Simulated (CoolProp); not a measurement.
Vapour-liquid equilibrium of octamethyltrisiloxane (MDM) (1) + octamethylcyclotetrasiloxane (D4) (2) at 525.1 K; x and y are mole fractions of (1).

Model: multi-fluid Helmholtz-energy mixture model, Thol 2017 and Thol 2015; pair parameters Bell 2016, in CoolProp.

```tsv
x	bubble pressure (MPa)	y at the bubble point	dew pressure at overall composition x (MPa)	liquid density (mol/L)
0.05	0.5169	0.068	0.5132	2.156
0.125	0.5373	0.163	0.5291	2.158
0.2	0.5573	0.252	0.5455	2.160
0.275	0.5769	0.336	0.5626	2.162
0.35	0.5962	0.416	0.5802	2.164
0.425	0.6155	0.493	0.5984	2.166
0.5	0.6348	0.566	0.6174	2.168
0.575	0.6543	0.637	0.6372	2.170
0.65	0.6741	0.706	0.6579	2.171
0.725	0.6941	0.773	0.6796	2.171
0.8	0.7146	0.838	0.7026	2.171
0.875	0.7356	0.900	0.7270	2.170
0.95	0.7572	0.961	0.7532	2.168
```

No azeotrope shows between x = 0.05 and 0.95.

Pair parameters are fitted to limited data, so mixtures are less certain than the pure fluids.
